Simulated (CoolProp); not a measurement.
Vapour pressure (MPa) of C2F6 (R116): the reference equation beside estimates from Tc = 19.9 °C, pc = 3.048 MPa, ω = 0.257. Clausius-Clapeyron is anchored at -82.95 °C with a constant enthalpy of vaporisation of 16.43 kJ/mol.

Values from CoolProp's reference Helmholtz-energy equation of state, Lemmon 2006. It is a short technical equation, of lower accuracy than the large ones.

```
T (°C)  reference  Lee-Kesler  Clausius-Clapeyron  Redlich-Kwong  Soave-Redlich-Kwong  Peng-Robinson
------  ---------  ----------  ------------------  -------------  -------------------  -------------
-85.75    0.06583     0.06513             0.06630         0.1183              0.06533        0.06595
-82.95    0.07744     0.07676             0.07744         0.1361              0.07692        0.07747
-80.15    0.09059     0.08998             0.09003         0.1559              0.09009        0.09052
-77.45     0.1049      0.1043              0.1037         0.1769               0.1044         0.1047
-74.65     0.1215      0.1211              0.1196         0.2008               0.1211         0.1211
-71.85     0.1400      0.1398              0.1373         0.2269               0.1397         0.1396
-69.05     0.1607      0.1606              0.1571         0.2555               0.1605         0.1601
-66.25     0.1837      0.1838              0.1791         0.2865               0.1837         0.1829
-63.45     0.2091      0.2094              0.2035         0.3202               0.2093         0.2081
-60.65     0.2371      0.2377              0.2304         0.3566               0.2376         0.2359
-57.95     0.2667      0.2676              0.2589         0.3944               0.2675         0.2654
-55.15     0.3002      0.3015              0.2913         0.4366               0.3015         0.2988
-52.35     0.3369      0.3384              0.3268         0.4818               0.3387         0.3354
-49.55     0.3769      0.3787              0.3655         0.5302               0.3793         0.3753
```

Absolute difference from the reference over all 14 rows, mean and median: Lee-Kesler 0.4 and 0.4 %, Clausius-Clapeyron 2.0 and 2.4 %, Redlich-Kwong 58.5 and 57.5 %, Soave-Redlich-Kwong 0.4 and 0.4 %, Peng-Robinson 0.3 and 0.4 %.
